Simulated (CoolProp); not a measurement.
R245fa along the isobar 5.28 MPa: fugacity coefficient from the reference equation and from simpler models built on Tc = 153.9 °C, pc = 3.651 MPa, ω = 0.378; each cubic takes its own stable root.

Model: reference Helmholtz-energy equation of state, Akasaka 2015, in CoolProp.

| T (°C) | phase | reference |
|---|---|---|
| 44.15 | liquid | 0.06083 |
| 53.55 | liquid | 0.07949 |
| 63.05 | liquid | 0.1020 |
| 72.55 | liquid | 0.1283 |
| 82.05 | liquid | 0.1586 |
| 91.45 | liquid | 0.1924 |
| 100.95 | liquid | 0.2304 |
| 110.45 | liquid | 0.2721 |
| 119.95 | liquid | 0.3170 |
| 129.35 | liquid | 0.3643 |
| 138.85 | liquid | 0.4142 |

Problem. How far does each simpler model (van der Waals, Redlich-Kwong, Soave-Redlich-Kwong, Peng-Robinson) lie from the reference over these 11 states: mean and median of the absolute difference, and the worst?

Solution. 
- van der Waals: mean 97.7 %, median 77.9 %, worst +240.5 % at 44.15 °C and 5.28 MPa
- Redlich-Kwong: mean 36.2 %, median 31.9 %, worst +78.7 % at 44.15 °C and 5.28 MPa
- Soave-Redlich-Kwong: mean 3.7 %, median 3.7 %, worst +4.0 % at 91.45 °C and 5.28 MPa
- Peng-Robinson: mean 0.7 %, median 0.6 %, worst -1.4 % at 138.85 °C and 5.28 MPa
